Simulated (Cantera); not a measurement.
An isothermal, constant-pressure homogeneous reactor starts with H2 : O2 = 0.021 : 1 (molar parts), equivalence ratio 0.011, at 1398 K and 0.0267 bar.

Computed with Cantera and the H2/O2 subset of GRI-Mech 3.0, which has no nitrogen chemistry. Radical loss at walls, strong at low pressure, is not modelled.

x: mole fraction; the columns are a selection and need not sum to one.

```
t (s)         x H2   x O2    x H2O       x H    x HO2       x O    x H2O2
--------  --------  -----  -------  --------  -------  --------  --------
3.00e-5     0.0206  0.979  3.71e-9   1.13e-8        ?   1.99e-8  6.08e-12
9.54e-5     0.0206  0.979  6.81e-8   3.07e-8        ?   1.25e-7  5.93e-11
0.000304    0.0206  0.979  2.38e-6   4.07e-7        ?   2.25e-6  5.39e-10
0.000965    0.0145  0.974  0.00443  0.000660        ?   0.00375   4.58e-8
0.00307   0.000155  0.961   0.0186   0.00108  1.64e-6    0.0166   4.17e-8
0.00977   0.000138  0.963   0.0188  0.000892  1.55e-6    0.0146   4.04e-8
0.0311     9.73e-5  0.968   0.0193  0.000519        ?    0.0101   3.64e-8
0.0988     4.17e-5  0.974   0.0199  0.000141        ?   0.00422   2.65e-8
0.314      9.31e-6  0.978   0.0204   1.46e-5        ?  0.000925   1.28e-8
1.00       1.45e-6  0.979   0.0207   8.98e-7        ?  0.000143   4.04e-9
```

Question: Some entries are withheld; supply them.

Answer: 
- 3.00e-5, x HO2: 2.75e-8
- 9.54e-5, x HO2: 8.75e-8
- 0.000304, x HO2: 2.81e-7
- 0.000965, x HO2: 1.98e-6
- 0.0311, x HO2: 1.31e-6
- 0.0988, x HO2: 8.33e-7
- 0.314, x HO2: 3.22e-7
- 1.00, x HO2: 8.61e-8
